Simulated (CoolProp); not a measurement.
Vapour-liquid equilibrium of C2F6 (R116) (1) + R143a (2) at 0.0394 MPa; x and y are mole fractions of (1).

The numbers come from the multi-fluid Helmholtz-energy mixture model, Lemmon 2006 and Lemmon and Jacobsen 2000; pair parameters Bell 2016 in CoolProp.

Give the bubble temperature and the first vapour's composition at x = 0.2, 0.275, 0.95. Is there an azeotrope?

x = 0.2: 185.3 K, y = 0.805; x = 0.275: 183.1 K, y = 0.842; x = 0.95: 179.3 K, y = 0.962. No azeotrope shows between x = 0.05 and 0.95.

Pair parameters are fitted to limited data, so mixtures are less certain than the pure fluids. With so large a gap from Raoult's law the liquid may split in two, which this calculation doesn't test in full.
